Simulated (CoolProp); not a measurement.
A closed Brayton cycle with nitrogen: compressor inlet 330.15 K and 4.8 MPa, high pressure 14.9 MPa, turbine inlet 905 K, compressor efficiency 0.85, turbine efficiency 0.85, recuperator effectiveness 0.95 (on enthalpy, no pinch check). Each further row changes one setting.

Values from CoolProp's reference Helmholtz-energy equation of state, Span 2000.

```
case                           thermal efficiency (%)  net work (kJ/kg)  compressor to turbine work  compressor exit (K)  turbine exit (K)
-----------------------------  ----------------------  ----------------  --------------------------  -------------------  ----------------
as stated                                        29.1              71.8                        0.69                480.1             706.0
turbine inlet 855 K                              25.5                 …                        0.73                480.1             665.2
compressor inlet 340.15 K                        27.2                 …                        0.71                494.4             706.0
high pressure 12.7 MPa                           31.3                 …                        0.66                455.9             731.0
recuperator effectiveness 0.5                    20.1              71.8                        0.69                480.1             706.0
```

Problem. Some entries are withheld; supply them.

Solution. 
- turbine inlet 855 K, net work (kJ/kg): 58.9
- compressor inlet 340.15 K, net work (kJ/kg): 66.8
- high pressure 12.7 MPa, net work (kJ/kg): 69.1
